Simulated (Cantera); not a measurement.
A freely propagating, adiabatic, planar premixed flame of CH4 : C2H6 : C3H8 : O2 : N2 : CO2 = 1 : 1.2 : 0.59 : 10.1 : 39.2 : 12 (molar parts), equivalence ratio 0.91, unburnt at 675 K and 2.17 atm; mixture-averaged transport, grid criteria slope 0.08 and curve 0.16, no radiation.

Model: GRI-Mech 3.0 (53 species, 325 reactions), integrated in Cantera. Burning velocities carry a grid error of a few per cent, more on coarse grids.

Predict: laminar burning velocity; thermal thickness; peak x(CH2CO); peak x(CH2).


```
Quantity                      Value
------------------------  ---------
laminar burning velocity  49.8 cm/s
thermal thickness          0.303 mm
peak x(CH2CO)              0.000725
peak x(CH2)                 1.24e-5
```
